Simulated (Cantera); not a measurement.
Equilibrium for carbon deposition, reforming and gasification: acetone + CO2 + NH3

Feed: 1 mol acetone, 0.23 mol CO2, 0.22 mol NH3, held at 56300 Torr.

Method: chemical equilibrium by Gibbs-energy minimisation in Cantera with the NASA 1993 tables (ideal gas, pure condensed phases). Candidate condensed phases: C, C6H6, C7H8, C8H18, H2O; 136 gas species. The feed counts by its element totals alone. The ideal-gas law is rough above about 30 bar. Equilibrium is a limit: real reactors are often held back by kinetics, nucleation or transport.

From 1000 K to 1450 K the condensed part is C(graphite). The main C-bearing gas is CH4 at 1000 K and CO at 1450 K.

| T (K) | x H2 | x CH4 | x CO | x H2O | x CO2 | x N2 | x NH3 | x C2H6 | n C(graphite) |
|---|---|---|---|---|---|---|---|---|---|
| 1000 | 0.214 | 0.327 | 0.0453 | 0.287 | 0.0874 | 0.0378 | 0.000839 | 8.84e-5 | 1.91 |
| 1050 | 0.262 | 0.295 | 0.0710 | 0.253 | 0.0807 | 0.0362 | 0.000813 | 8.93e-5 | 1.89 |
| 1100 | 0.312 | 0.262 | 0.104 | 0.217 | 0.0709 | 0.0344 | 0.000770 | 8.65e-5 | 1.85 |
| 1150 | 0.360 | 0.228 | 0.141 | 0.179 | 0.0587 | 0.0326 | 0.000714 | 8.06e-5 | 1.80 |
| 1200 | 0.406 | 0.196 | 0.179 | 0.142 | 0.0456 | 0.0307 | 0.000651 | 7.25e-5 | 1.74 |
| 1250 | 0.448 | 0.166 | 0.215 | 0.109 | 0.0333 | 0.0291 | 0.000586 | 6.34e-5 | 1.68 |
| 1300 | 0.485 | 0.139 | 0.244 | 0.0808 | 0.0230 | 0.0276 | 0.000523 | 5.42e-5 | 1.63 |
| 1350 | 0.518 | 0.116 | 0.265 | 0.0590 | 0.0154 | 0.0265 | 0.000465 | 4.56e-5 | 1.60 |
| 1400 | 0.545 | 0.0963 | 0.280 | 0.0426 | 0.0101 | 0.0256 | 0.000413 | 3.78e-5 | 1.58 |
| 1450 | 0.568 | 0.0799 | 0.289 | 0.0307 | 0.00658 | 0.0249 | 0.000367 | 3.11e-5 | 1.58 |
x: gas mole fraction; n: condensed amount in mol.
